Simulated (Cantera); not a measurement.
Input: 1 mol B₂H₆, 0.47 mol NH₃, 1.6 mol N₂, at 1073.15 K and 0.800 bar.

Method: chemical equilibrium by Gibbs-energy minimisation in Cantera with the NASA 1993 tables (ideal gas, pure condensed phases). Candidate condensed phases: B, BN; 15 gas species. The feed counts by its element totals alone. Rates play no part.

Base state: H₂ 0.816, N₂ 0.184, NH₃ 9.35e-5 (mole fractions); condensed: BN(s).

### Question
What changes in the equilibrium state with this change: B₂H₆ replaced by BCl₃?

### Answer
```csv
species,before,after
N₂,0.184,0.452
HCl,0,0.398
BCl₃,0,0.150
H₂,0.816,0.000181
NH₃,9.35e-5,<1e-9
"BN(s), mol",2.00,0.470
```
Further candidate phases: NH₄Cl.

### Question
What changes in the equilibrium state with this change: temperature from 1073.15 K to 2400 K?

### Answer
| species | before | after |
|---|---|---|
| H₂ | 0.816 | 0.800 |
| N₂ | 0.184 | 0.183 |
| H | 1.42e-8 | 0.0159 |
| BH₂ | <1e-9 | 0.000855 |
| BH₃ | <1e-9 | 1.83e-5 |
| B | <1e-9 | 1.43e-5 |
| BN(s), mol | 2.00 | 2.00 |
The tables' values for BH₂ are old estimates; treat these amounts as uncertain. Gases not in the tables: B₂H₆ and higher boranes.
